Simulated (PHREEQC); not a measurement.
Make-up at 25 °C: 1.4 mmol/kgw CuSO4, 7.8 mmol/kgw H2SO4 and 3.5 mmol/kgw H3BO3. Closed to the air; pH follows from the charge balance.

All values are PHREEQC results (ion-association model, phreeqc.dat), not measurements.

```json
[
 {"quantity": "pH", "before": "1.97", "after": "2.06"},
 {"quantity": "ionic strength (mol/kgw)", "before": "0.0203", "after": "0.0492"},
 {"quantity": "SO4-2 (mol/kgw)", "before": "0.00522", "after": "0.0115"},
 {"quantity": "HSO4- (mol/kgw)", "before": "0.00361", "after": "0.00547"},
 {"quantity": "H2BO3- (mol/kgw)", "before": "2.18e-10", "after": "2.86e-10"}
]
```

### Question
Which change was made?
A. 0.00047 mol/kgw Na2SO4 added
B. temperature from 25 to 70 °C
C. CuSO4 from 0.0014 to 0.014 mol/kgw
D. H3BO3 from 0.0035 to 0.0175 mol/kgw
E. CuSO4 left out

### Answer
C, CuSO4 from 0.0014 to 0.014 mol/kgw

No solid was allowed to form.
